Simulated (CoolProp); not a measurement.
Properties of o-xylene along the isobar 46.5 bar.

Computed with CoolProp (reference Helmholtz-energy equation of state, Zhou 2012).

```json
[
 {"T (°C)": "243.55", "phase": "liquid", "Z": "0.1706", "isothermal compressibility (1/MPa)": "(withheld)", "expansivity (1/kK)": "1.774"},
 {"T (°C)": "250.45", "phase": "liquid", "Z": "0.1704", "isothermal compressibility (1/MPa)": "(withheld)", "expansivity (1/kK)": "1.849"},
 {"T (°C)": "257.35", "phase": "liquid", "Z": "0.1704", "isothermal compressibility (1/MPa)": "0.006082", "expansivity (1/kK)": "1.933"},
 {"T (°C)": "264.15", "phase": "liquid", "Z": "0.1705", "isothermal compressibility (1/MPa)": "0.006709", "expansivity (1/kK)": "2.025"},
 {"T (°C)": "271.05", "phase": "liquid", "Z": "0.1708", "isothermal compressibility (1/MPa)": "0.007452", "expansivity (1/kK)": "2.132"},
 {"T (°C)": "277.95", "phase": "liquid", "Z": "0.1712", "isothermal compressibility (1/MPa)": "0.008328", "expansivity (1/kK)": "2.253"},
 {"T (°C)": "284.85", "phase": "liquid", "Z": "0.1719", "isothermal compressibility (1/MPa)": "0.009376", "expansivity (1/kK)": "2.394"},
 {"T (°C)": "291.75", "phase": "liquid", "Z": "0.1727", "isothermal compressibility (1/MPa)": "(withheld)", "expansivity (1/kK)": "2.559"},
 {"T (°C)": "298.65", "phase": "liquid", "Z": "0.1737", "isothermal compressibility (1/MPa)": "0.01221", "expansivity (1/kK)": "2.754"},
 {"T (°C)": "305.55", "phase": "liquid", "Z": "0.1751", "isothermal compressibility (1/MPa)": "0.01417", "expansivity (1/kK)": "2.988"},
 {"T (°C)": "312.45", "phase": "liquid", "Z": "0.1768", "isothermal compressibility (1/MPa)": "0.01668", "expansivity (1/kK)": "3.276"},
 {"T (°C)": "319.25", "phase": "liquid", "Z": "0.1789", "isothermal compressibility (1/MPa)": "0.01995", "expansivity (1/kK)": "3.632"},
 {"T (°C)": "326.15", "phase": "liquid", "Z": "0.1816", "isothermal compressibility (1/MPa)": "0.02445", "expansivity (1/kK)": "4.096"},
 {"T (°C)": "333.05", "phase": "liquid", "Z": "0.1851", "isothermal compressibility (1/MPa)": "0.03084", "expansivity (1/kK)": "4.712"},
 {"T (°C)": "339.95", "phase": "liquid", "Z": "0.1896", "isothermal compressibility (1/MPa)": "0.04037", "expansivity (1/kK)": "5.565"},
 {"T (°C)": "346.85", "phase": "liquid", "Z": "0.1956", "isothermal compressibility (1/MPa)": "0.05552", "expansivity (1/kK)": "6.802"}
]
```

Question: Fill in the missing entries.

Answer: 
- 243.55, isothermal compressibility (1/MPa): 0.005053
- 250.45, isothermal compressibility (1/MPa): 0.005532
- 291.75, isothermal compressibility (1/MPa): 0.01064
